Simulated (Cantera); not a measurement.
Input: 1 mol C, 21 mol H2, 16 mol N2, equilibrated at 1450 °C and 0.133 bar.

These are equilibrium values from Cantera (NASA tables, ideal gas, pure condensed phases), not measurements of a reactor. Candidate condensed phases: C, C6H6, C7H8, C8H18; 92 gas species. The numbers say what is thermodynamically allowed, not how fast it happens.

Base state: H2 0.566, N2 0.431, HCN 0.00205, H 0.000376, HNC 6.50e-5, C2H2 (acetylene) 5.13e-5, CH4 4.30e-5 (mole fractions); condensed: C(graphite).

What changes in the equilibrium state with this change: temperature from 1450 °C to 1952 °C?


```tsv
species	before	after
H2	0.566	0.547
N2	0.431	0.421
HCN	0.00205	0.0157
H	0.000376	0.0131
CN	1.52e-8	1.40e-5
C2H2 (acetylene)	5.13e-5	0.00161
HNC	6.50e-5	0.00128
C(graphite), mol	0.916	0.247
```
